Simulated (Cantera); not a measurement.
An isothermal, constant-pressure homogeneous reactor starts with C2H6 : H2 = 1 : 3.7 (molar parts), at 1173 K and 1.01 bar. Integrator tolerance rtol = 1e-08.

Model: GRI-Mech 3.0 (53 species, 325 reactions), integrated in Cantera. GRI-Mech 3.0 stops at C3 and has no aromatics, soot or wall deposition, so with more carbon than oxygen in the feed, carbon stays in small species such as C2H2 where larger ones or solid carbon would form.

| quantity | before | after |
|---|---|---|
| x(C2H6) at 2.00 s | 0.0118 (gas-phase equilibrium 0.000199) | 5.99e-7 (gas-phase equilibrium 6.00e-7) |
| x(H2) at 2.00 s | 0.712 (gas-phase equilibrium 0.577) | 0.845 (gas-phase equilibrium 0.845) |
| x(C2H4) at 2.00 s | 0.0802 (gas-phase equilibrium 0.00161) | 0.00112 (gas-phase equilibrium 0.00112) |
| x(C2H2) at 2.00 s | 0.00635 (gas-phase equilibrium 0.000149) | 0.146 (gas-phase equilibrium 0.146) |
| x(CH4) at 2.00 s | 0.189 (gas-phase equilibrium 0.421) | 0.00623 (gas-phase equilibrium 0.00623) |
| x(CH2) at 2.00 s | 3.44e-12 (gas-phase equilibrium <1e-12) | 2.41e-7 (gas-phase equilibrium 2.41e-7) |
| x(C2H) at 2.00 s | 1.22e-12 (gas-phase equilibrium <1e-12) | 2.86e-6 (gas-phase equilibrium 2.86e-6) |

Which change was made?
(A) H2 3.7 to 7.7 parts
(B) temperature 1173 to 1448 K
(C) C2H6 1 to 0.16 parts
(D) temperature 1173 to 1950 K

D, temperature 1173 to 1950 K
